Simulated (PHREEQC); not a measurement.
A column of 0.5 m (40 cells, dispersivity 0.018 m, 300 s a shift, diffusion coefficient 3e-10 m²/s) holds 0.063 eq of the database's cation exchanger X per kg of pore water, first in equilibrium with 0.012 mol/kgw CaCl2 and 1e-05 mol/kgw HCl. It is flushed with 0.021 mol MnCl2 and 1e-05 mol HCl per kg of water, at 40 °C. Values are for the last cell. No CO2 enters from the air. Precipitation was switched off in this run.

Equilibrium calculation in PHREEQC: ion-association model, phreeqc.dat.

```csv
pore volumes,Mn in solution (mol/kgw),Ca in solution (mol/kgw),Cl in solution (mol/kgw)
0,0,0.0120,0.0240
0.4625,2.34e-10,0.0120,0.0240
0.7625,1.18e-5,0.0137,0.0274
1.212,0.00181,0.0174,0.0385
1.512,0.00496,0.0156,0.0412
1.962,0.00939,0.0116,0.0419
2.263,0.0117,0.00933,0.0420
2.712,0.0142,0.00677,0.0420
3.013,0.0155,0.00548,0.0420
3.462,0.0170,0.00399,0.0420
3.763,0.0178,0.00322,0.0420
4.213,0.0187,0.00233,0.0420
4.513,0.0191,0.00186,0.0420
4.963,0.0197,0.00131,0.0420
```

Species that the database lacks are ignored. Away from 25 °C the constants follow the database's enthalpies or fits; those with neither stay at their 25 °C values.
